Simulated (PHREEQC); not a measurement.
## Buffer: speciation

A solution holds 0.0065 mol/kgw H3PO4 and 0.18 mol/kgw NaF, at 6.8 °C. Closed to the air; pH follows from the charge balance.

The numbers come from PHREEQC with the ion-association model, wateq4f.dat.

This is a speciation only: nothing precipitates in the calculation.

Problem. Predict the pH, activity of water.

Solution. pH 4.48; activity of water 0.994.

Problem. In which forms is Na present?

Solution. Na+ 95 %, NaF 4.7 % of the Na.

H3PO4, which wateq4f.dat lacks, is added to it with the constant of phreeqc.dat. Constants without temperature data keep their 25 °C values here.
